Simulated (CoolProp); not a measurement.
Values from CoolProp's reference Helmholtz-energy equation of state, Thol 2022.

Question: For vinyl chloride, give the phase and the density (kg/m³), speed of sound (m/s), expansivity (1/kK) at 334 K and 28400 kPa.

Answer: 
- 334 K and 28400 kPa: liquid; density 895, speed of sound 915, expansivity 1.67
